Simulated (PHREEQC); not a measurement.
A made-up water analysis in mg/kgw, 20 °C, pH 6.12, pe 9.5:

| constituent | mg/kgw |
|---|---|
| Na | 0.267 |
| K | 0.00309 |
| Ca | 0.0529 |
| Mg | 0.000251 |
| Cl | 0.225 |
| S(6) as SO4 | 0.135 |
| Alkalinity as HCO3 | 0.293 |
| Si as SiO2 | 0.00849 |
| Li | 0.000188 |

Valence states are taken as typed.

Computed with PHREEQC (ion-association model, wateq4f.dat).

```tsv
quantity	before	after
CO2 (mol/kgw)	1.01e-5	4.71e-6
HCO3- (mol/kgw)	5.55e-6	5.16e-6
CaSO4 (mol/kgw)	3.39e-10	3.39e-10
CO3-2 (mol/kgw)	3.13e-10	5.80e-10
HSO4- (mol/kgw)	9.18e-11	4.60e-11
CaHCO3+ (mol/kgw)	8.42e-11	7.83e-11
SI of Quartz (SiO2)	-2.79	-2.79
```

Question: What was changed between the two runs?
A. pH from 6.12 to 6.62 at the same alkalinity
B. all concentrations times 3 at the same typed pH
C. pH from 6.12 to 6.42 at the same alkalinity
D. Si from 0.00849 to 0.017 mg/kgw

Answer: C, pH from 6.12 to 6.42 at the same alkalinity

Precipitation was switched off in this run.
